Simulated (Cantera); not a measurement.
## Hydrogen reduction and annealing atmospheres: V₂O₅ + H₂ + H₂O

Charge: 1 mol V₂O₅, 82 mol H₂, 0.12 mol H₂O, equilibrated at 16.0 Pa.

Method: chemical equilibrium by Gibbs-energy minimisation in Cantera with the NASA 1993 tables (ideal gas, pure condensed phases). Candidate condensed phases: H₂O, V, VO, V₂O₃, V₂O₄, V₂O₅; 12 gas species. Condensed phases not in the tables: the oxides between V₂O₃ and V₂O₅ other than VO₂. Kinetics and transport are ignored.

| T (K) | log p H₂ | log p H | log p H₂O | log p VO₂ | log p VO | n V₂O₃(s) |
|---|---|---|---|---|---|---|
| 1373 | -3.81 | -7.38 | -5.38 | -10.52 | -12.59 | 1.000 |
| 1473 | -3.81 | -6.80 | -5.38 | -9.29 | -11.08 | 1.000 |
| 1573 | -3.81 | -6.30 | -5.39 | -8.22 | -9.76 | 0.998 |
| 1673 | -3.81 | -5.85 | -5.39 | -7.28 | -8.61 | 0.986 |
| 1773 | -3.82 | -5.45 | -5.41 | -6.46 | -7.59 | 0.903 |
| 1873 | -3.83 | -5.11 | -5.49 | -5.76 | -6.66 | 0.479 |
| 1973 | -3.86 | -4.80 | -5.58 | -5.52 | -6.21 | 0 |
| 2073 | -3.90 | -4.53 | -5.59 | -5.56 | -6.15 | 0 |
| 2173 | -3.98 | -4.31 | -5.62 | -5.61 | -6.12 | 0 |
log p: log10 of the partial pressure in bar; n: condensed amount in mol.

From 1373 K to 1873 K the condensed part is V₂O₃(s). From 1973 K to 2173 K nothing is condensed. The main V-bearing gas is VO₂ throughout.
